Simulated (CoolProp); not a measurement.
R141b along the isotherm 500 K: Z from the reference equation and from simpler models built on Tc = 477.5 K, pc = 42.12 bar, ω = 0.220; each cubic takes its own stable root.

Model: reference Helmholtz-energy equation of state, Lemmon 2006, in CoolProp. It is a short technical equation, of lower accuracy than the large ones.

| p (bar) | phase | reference |
|---|---|---|
| 19.1 | gas | 0.8581 |
| 38.3 | gas | 0.6619 |
| 57.4 | supercritical | 0.3386 |
| 76.6 | supercritical | 0.3166 |
| 95.7 | supercritical | 0.3607 |
| 115 | supercritical | 0.4109 |
| 134 | supercritical | 0.4613 |
| 153 | supercritical | 0.5117 |
| 172 | supercritical | 0.5618 |
| 191 | supercritical | 0.6115 |
| 211 | supercritical | 0.6633 |

Task: How far does each simpler model (van der Waals, Soave-Redlich-Kwong, Peng-Robinson) lie from the reference over these 11 states: mean and median of the absolute difference, and the worst?

Result: 
- van der Waals: mean 25.2 %, median 33.5 %, worst +34.0 % at 500 K and 211 bar
- Soave-Redlich-Kwong: mean 9.9 %, median 10.3 %, worst +17.8 % at 500 K and 76.6 bar
- Peng-Robinson: mean 3.1 %, median 2.2 %, worst +7.6 % at 500 K and 76.6 bar
